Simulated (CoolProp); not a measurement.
Vapour-liquid equilibrium of methanol (1) + hexamethyldisiloxane (MM) (2) at 0.849 bar; x and y are mole fractions of (1).

The numbers come from the multi-fluid Helmholtz-energy mixture model, de Reuck 1993 and Thol 2016; pair parameters Bell 2016 in CoolProp.

```
x     bubble temperature, mixture model (°C)  bubble temperature, Raoult's law (°C)  y, mixture model  y, Raoult's law
----  --------------------------------------  -------------------------------------  ----------------  ---------------
0.05                                    85.8                                   90.7             0.259            0.154
0.2                                     70.3                                   82.1             0.612            0.459
0.35                                    63.8                                   75.9             0.730            0.643
0.5                                     61.3                                   71.0             0.776            0.768
0.65                                    60.3                                   67.1             0.802            0.859
0.8                                     59.7                                   63.8             0.838            0.929
0.95                                    59.7                                   60.9             0.941            0.984
```

The largest gap from Raoult's law is -12.1 K in bubble temperature, at x = 0.35. y crosses x between x = 0.8 and 0.95: the model has an azeotrope there.

Pair parameters are fitted to limited data, so mixtures are less certain than the pure fluids.
